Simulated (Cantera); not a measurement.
Input: 1 mol Si, 0.88 mol NF₃, 18 mol H₂, held at 952 °C and 133 Pa.

Equilibrium computed with Cantera from the NASA thermochemical tables; the gas is ideal and each condensed phase is pure. Candidate condensed phases: Si, Si₃N₄; 37 gas species. The tables' values for SiF₃, SiF₂ are old estimates; treat these amounts as uncertain. The numbers say what is thermodynamically allowed, not how fast it happens.

Base state: H₂ 0.952, SiF₄ 0.0327, N₂ 0.0114, HF 0.00201, SiF₃ 0.00155, SiHF₃ 0.000672, SiF₂ 7.52e-5 (mole fractions); condensed: Si₃N₄(s).

### Question
What changes in the equilibrium state with this change: temperature from 952 °C to 1077 °C?

### Answer
```json
[
 {"species": "H₂", "before": "0.952", "after": "0.947"},
 {"species": "SiF₄", "before": "0.0327", "after": "0.0271"},
 {"species": "N₂", "before": "0.0114", "after": "0.0125"},
 {"species": "SiF₃", "before": "0.00155", "after": "0.00708"},
 {"species": "SiF₂", "before": "7.52e-5", "after": "0.00141"},
 {"species": "H", "before": "8.33e-6", "after": "6.35e-5"},
 {"species": "SiH₂F₂", "before": "6.72e-6", "after": "1.98e-5"},
 {"species": "HF", "before": "0.00201", "after": "0.00356"},
 {"species": "Si₃N₄(s), mol", "before": "0.113", "after": "0.102"}
]
```
